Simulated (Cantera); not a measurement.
A closed system holds: 1 mol SiO2, 1.9 mol Al2O3, 2.3 mol H2, held at 46.0 Pa.

Method: chemical equilibrium by Gibbs-energy minimisation in Cantera with the NASA 1993 tables (ideal gas, pure condensed phases). Candidate condensed phases: Al, Al2O3, Al2SiO5, Al6Si2O13, H2O, Si, SiO2; 28 gas species. Mutual solubility and eutectic melting of coexisting phases are not modelled. Condensed phases not in the tables: alloys, solid solutions and most ternary compounds. Kinetics and transport are ignored.

Question: What share of the Si ends up in condensed phases as a function of T (K), at 848, 998, 1148, 1298, 1448, 1598, 1748, 1898, 2048, 2198?

Answer: 
```json
[
 {"T (K)": "848", "Si condensed (%)": "100.0", "as": "Al2SiO5(andalusite)"},
 {"T (K)": "998", "Si condensed (%)": "100.0", "as": "Al2SiO5(andalusite)"},
 {"T (K)": "1148", "Si condensed (%)": "100.0", "as": "Al6Si2O13(mullite)"},
 {"T (K)": "1298", "Si condensed (%)": "100.0", "as": "Al6Si2O13(mullite)"},
 {"T (K)": "1448", "Si condensed (%)": "99.9", "as": "Al6Si2O13(mullite)"},
 {"T (K)": "1598", "Si condensed (%)": "99.0", "as": "Al6Si2O13(mullite)"},
 {"T (K)": "1748", "Si condensed (%)": "94.3", "as": "Al6Si2O13(mullite)"},
 {"T (K)": "1898", "Si condensed (%)": "76.4", "as": "Al6Si2O13(mullite)"},
 {"T (K)": "2048", "Si condensed (%)": "25.2", "as": "Al6Si2O13(mullite)"},
 {"T (K)": "2198", "Si condensed (%)": "0.0", "as": "-"}
]
```
